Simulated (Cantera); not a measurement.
An isothermal, constant-pressure homogeneous reactor starts with CH₄ : H₂O = 1 : 0.8 (molar parts), at 1325 K and 11.8 atm.

Computed with Cantera and GRI-Mech 3.0 (53 species, 325 reactions). The pressure lies above the range GRI-Mech 3.0 was tuned for (to about 10 atm).

Question: Predict: x(CH₄) at 3.00 s; x(H₂O) at 3.00 s; x(C₂H₆) at 3.00 s; x(C₂H₂) at 3.00 s.

Answer: 
| Property | Result |
|---|---|
| x(CH₄) at 3.00 s | 0.423 (gas-phase equilibrium 0.0687) |
| x(H₂O) at 3.00 s | 0.415 (gas-phase equilibrium 0.00754) |
| x(C₂H₆) at 3.00 s | 0.00184 (gas-phase equilibrium 1.05e-5) |
| x(C₂H₂) at 3.00 s | 0.0123 (gas-phase equilibrium 1.90e-6) |
